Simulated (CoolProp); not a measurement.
Values from CoolProp's reference Helmholtz-energy equation of state, Zhou 2016.

### Question
For R245ca, give the phase and the Joule-Thomson coefficient (K/MPa), expansivity (1/kK) at 285 K and 95.7 bar; 426.8 K and 65.7 bar; 222 K and 83.7 bar.

### Answer
- 285 K and 95.7 bar: liquid; Joule-Thomson coefficient -0.286, expansivity 1.56
- 426.8 K and 65.7 bar: liquid; Joule-Thomson coefficient 0.523, expansivity 4.46
- 222 K and 83.7 bar: liquid; Joule-Thomson coefficient -0.334, expansivity 1.39
